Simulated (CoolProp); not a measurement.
100 sccm (0 °C, 1 atm) of nitrogen bubbles through liquid ethylbenzene at 346 K and leaves saturated at a total pressure of 0.15 MPa (ideal gas phase). Each further row changes one setting.

Computed with CoolProp (reference Helmholtz-energy equation of state, Zhou 2012).

```json
[
 {"case": "as stated", "vapour pressure (kPa)": "12.7", "mole fraction of vapour": "0.0846", "delivery (mg/min)": "43.8", "delivery (sccm)": "9.24", "change of delivery for a bath 1 K warmer (%)": "[?]"},
 {"case": "bath temperature 351 K", "vapour pressure (kPa)": "15.4", "mole fraction of vapour": "[?]", "delivery (mg/min)": "54.4", "delivery (sccm)": "[?]", "change of delivery for a bath 1 K warmer (%)": "4.4"},
 {"case": "total pressure 0.3 MPa", "vapour pressure (kPa)": "12.7", "mole fraction of vapour": "0.0423", "delivery (mg/min)": "[?]", "delivery (sccm)": "4.41", "change of delivery for a bath 1 K warmer (%)": "4.3"}
]
```

Question: What belongs in the gaps?

Answer: 
- as stated, change of delivery for a bath 1 K warmer (%): 4.5
- bath temperature 351 K, mole fraction of vapour: 0.103
- bath temperature 351 K, delivery (sccm): 11.5
- total pressure 0.3 MPa, delivery (mg/min): 20.9
